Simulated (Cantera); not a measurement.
A closed system holds: 1 mol CaCO₃, 0.28 mol CO₂, 0.035 mol H₂O, held at 13.3 mbar.

Equilibrium computed with Cantera from the NASA thermochemical tables; the gas is ideal and each condensed phase is pure. Candidate condensed phases: C, C₆H₆, C₇H₈, C₈H₁₈, Ca, CaCO₃, CaO, Ca(OH)₂, H₂O; 115 gas species. Kinetics and transport are ignored.

log p: log10 of the partial pressure in bar; n: condensed amount in mol.

| T (K) | log p CO₂ | log p CO | log p O₂ | log p H₂O | log p O | log p OH | n CaO(s) |
|---|---|---|---|---|---|---|---|
| 948 | -1.89 | -8.51 | -8.80 | -3.45 | <-13 | -10.66 | 1.00 |
| 1148 | -1.89 | -6.70 | -7.00 | -3.45 | -11.60 | -8.65 | 1.00 |
| 1348 | -1.89 | … | … | -3.45 | … | … | 1.00 |
| 1548 | -1.89 | … | … | -3.45 | … | … | 1.00 |
| 1748 | -1.90 | -3.78 | -4.08 | -3.46 | -6.18 | -5.38 | 1.00 |
| 1948 | -1.92 | -3.22 | -3.53 | -3.48 | -5.12 | -4.76 | 1.000 |
| 2148 | -1.98 | -2.80 | -3.12 | -3.54 | -4.27 | -4.27 | 1.000 |

**Question.** What belongs in the gaps?

**Answer.** 
- 1548, log p CO: -4.50
- 1548, log p O₂: -4.80
- 1548, log p O: -7.52
- 1548, log p OH: -6.19
- 1348, log p CO: -5.43
- 1348, log p O₂: -5.73
- 1348, log p O: -9.26
- 1348, log p OH: -7.23
